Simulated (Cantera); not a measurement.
Input: 1 mol Si, a varied amount of Cl₂, 98 mol N₂, held at 1.33 mbar.

Equilibrium computed with Cantera from the NASA thermochemical tables; the gas is ideal and each condensed phase is pure. Candidate condensed phases: Si, Si₃N₄; 13 gas species. N₂ is the only nitrogen source here; it is nearly inert below about 1500 K, so the nitride shown seldom forms there in practice. The tables' values for SiCl₃ are old estimates. Equilibrium is a limit: real reactors are often held back by kinetics, nucleation or transport.

Task: What condenses at these points (T in K, n(Cl₂) in mol): (1000, 0.75); (1000, 3.4); (1150, 1.5); (1350, 3.4); (900, 3.4)?

Result: 
```json
[
 {"T (K)": "1000", "n(Cl₂) in mol": "0.75", "condensed phases": "Si₃N₄", "Si condensed (%)": "62.4"},
 {"T (K)": "1000", "n(Cl₂) in mol": "3.4", "condensed phases": "gas only", "Si condensed (%)": "0.0"},
 {"T (K)": "1150", "n(Cl₂) in mol": "1.5", "condensed phases": "Si₃N₄", "Si condensed (%)": "22.1"},
 {"T (K)": "1350", "n(Cl₂) in mol": "3.4", "condensed phases": "gas only", "Si condensed (%)": "0.0"},
 {"T (K)": "900", "n(Cl₂) in mol": "3.4", "condensed phases": "gas only", "Si condensed (%)": "0.0"}
]
```
